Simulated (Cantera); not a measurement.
Feed: 1 mol Si₃N₄, 0.0065 mol O₂, 490 mol N₂, 0.021 mol H₂O, equilibrated at 13.3 mbar.

Cantera equilibrium calculation (NASA polynomials, part measured and part estimated; ideal gas, pure solids and liquids). Candidate condensed phases: H₂O, Si, SiO₂, Si₂N₂O, Si₃N₄; 35 gas species. Mutual solubility and eutectic melting of coexisting phases are not modelled. The tables' values for SiN are old estimates; treat these amounts as uncertain. Kinetics and transport are ignored.

x: gas mole fraction; n: condensed amount in mol.

```
T (K)   x N₂        x Si      x Si₂N     x SiN         x H  n Si₂N₂O(s)  n Si₃N₄(s)  n Si(l)
-----  -----  ----------  ----------  --------  ----------  -----------  ----------  -------
1023   1.000      <1e-12      <1e-12    <1e-12    2.35e-10       0.0340       0.977        0
1123   1.000      <1e-12      <1e-12    <1e-12     2.41e-9       0.0340       0.977        0
1223   1.000      <1e-12      <1e-12    <1e-12     1.70e-8       0.0340       0.977        0
1323   1.000    1.11e-11      <1e-12  3.86e-12     8.99e-8       0.0340       0.977        0
1423   1.000    9.19e-10    2.10e-12  1.93e-10     3.76e-7       0.0336       0.977        0
1523   1.000  (withheld)  (withheld)   5.71e-9  (withheld)   (withheld)       0.981        0
1623   1.000  (withheld)  (withheld)   1.11e-7  (withheld)            0       0.988        0
1723   1.000     2.33e-5     8.38e-7   1.51e-6     9.73e-6            0       0.984        0
1823   1.000    0.000322     2.34e-5   1.54e-5     2.13e-5            0       0.925        0
1923   0.998     0.00127     6.54e-5   4.63e-5     3.90e-5            0           0     2.24
2023   0.995     0.00427    0.000156  0.000121     5.85e-5            0           0    0.581
2123   0.994     0.00565     6.70e-5  0.000128     7.30e-5            0           0        0
2223   0.994     0.00581     1.97e-5  0.000108     8.03e-5            0           0        0
```

Some entries are withheld; supply them.


- 1523, x Si: 4.24e-8
- 1523, x Si₂N: 2.76e-10
- 1523, x H: 1.30e-6
- 1523, n Si₂N₂O(s): 0.0242
- 1623, x Si: 1.21e-6
- 1623, x Si₂N: 1.96e-8
- 1623, x H: 3.83e-6
